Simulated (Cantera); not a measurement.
Ammonia decomposition in nitride growth gas

An isothermal, constant-pressure homogeneous reactor starts with NH3 : N2 = 1 : 1.2 (molar parts), at 2275 K and 0.0390 bar.

Computed with Cantera and the gas-phase N/H chemistry of the illustrative SiF4/NH3 mechanism in the Surface Chemkin manual (1991). Walls and surfaces, which speed up NH3 decomposition in real reactors, are not modelled.

| t (s) | x NH3 | x N | x NH | x N2H2 | x N2 |
|---|---|---|---|---|---|
| 6.00e-6 | 0.455 | <1e-12 | 1.88e-9 | 1.05e-10 | 0.545 |
| 1.71e-5 | 0.454 | 8.94e-12 | 2.14e-8 | 1.99e-9 | 0.545 |
| 4.89e-5 | 0.454 | 2.73e-10 | 2.36e-7 | 2.49e-8 | 0.545 |
| 0.000139 | 0.454 | 7.18e-9 | 2.56e-6 | 2.78e-7 | 0.545 |
| 0.000398 | 0.452 | 7.44e-8 | 1.63e-5 | 2.80e-6 | 0.545 |
| 0.00114 | 0.446 | 4.10e-7 | 4.18e-5 | 1.10e-5 | 0.544 |
| 0.00324 | 0.427 | 1.42e-6 | 5.55e-5 | 1.18e-5 | 0.544 |
| 0.00925 | 0.377 | 3.52e-6 | 6.72e-5 | 9.79e-6 | 0.542 |
| 0.0264 | 0.270 | 5.86e-6 | 7.08e-5 | 6.27e-6 | 0.539 |
| 0.0754 | 0.117 | 7.10e-6 | 5.72e-5 | 2.26e-6 | 0.534 |
| 0.215 | 0.0147 | 7.23e-6 | 2.84e-5 | 2.24e-7 | 0.531 |
| 0.614 | 1.77e-5 | 2.31e-6 | 1.41e-6 | 5.69e-11 | 0.527 |
| 1.75 | 2.63e-7 | 2.37e-7 | 7.58e-8 | <1e-12 | 0.524 |
| 5.00 | 1.17e-7 | 1.11e-7 | 3.49e-8 | <1e-12 | 0.524 |
x: mole fraction; the columns are a selection and need not sum to one.

Equilibrium at this temperature and pressure: NH3 1.14e-7, N 1.08e-7, NH 3.40e-8, N2H2 <1e-12, N2 0.524 (gas phase only).
